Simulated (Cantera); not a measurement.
## Equilibrium for nitride etching: Si3N4 + H2O

Charge: 1 mol Si3N4, 0.32 mol H2O.

These are equilibrium values from Cantera (NASA tables, ideal gas, pure condensed phases), not measurements of a reactor. Candidate condensed phases: H2O, Si, SiO2, Si2N2O, Si3N4; 35 gas species. Mutual solubility and eutectic melting of coexisting phases are not modelled. The numbers say what is thermodynamically allowed, not how fast it happens.

Q: Map the stable condensed phases over T = 1348, 1423, 1498, 1573, 1648, 1723, 1798, 1873, 1948, 2023, 2098 K and P in Pa = 1, 6.8, 46, 320, 2200, 15000, 100000.

A: 
```
T in K \ P in Pa
              1    6.8     46    320   2200  15000 100000
   2098       A      A      B      B      B      B      C
   2023       A      A      B      B      B      D      E
   1948       A      B      B      B      B      C      E
   1873       A      B      B      B      D      E      E
   1798       B      B      B      B      C      E      E
   1723       B      B      B      C      E      E      E
   1648       B      B      D      E      E      E      E
   1573       B      B      C      E      E      E      E
   1498       B      C      E      E      E      E      E
   1423       D      E      E      E      E      E      E
   1348       E      E      E      E      E      E      E
```
A: gas only; B: Si; C: Si + Si2N2O + Si3N4; D: Si + Si2N2O; E: Si2N2O + Si3N4.
